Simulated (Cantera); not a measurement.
A freely propagating, adiabatic, planar premixed flame of 16.2 % H₂, 17.1 % O₂, 64.2 % N₂, 2.46 % H₂O, unburnt at 500 K and 1.00 atm; mixture-averaged transport, grid criteria slope 0.08 and curve 0.16, no radiation.

Computed with Cantera and the H2/O2 subset of GRI-Mech 3.0, which has no nitrogen chemistry. Burning velocities carry a grid error of a few per cent, more on coarse grids. Lean hydrogen flames are cellular in practice and burn faster than this planar one.

Question: Predict: laminar burning velocity; thermal thickness; peak x(OH); peak x(H₂O₂); peak x(O).

Answer: 
```json
{
  "laminar_burning_velocity": "123 cm/s",
  "thermal_thickness": "0.423 mm",
  "peak x(OH)": "0.00502",
  "peak x(H₂O₂)": "5.16e-5",
  "peak x(O)": "0.00421"
}
```
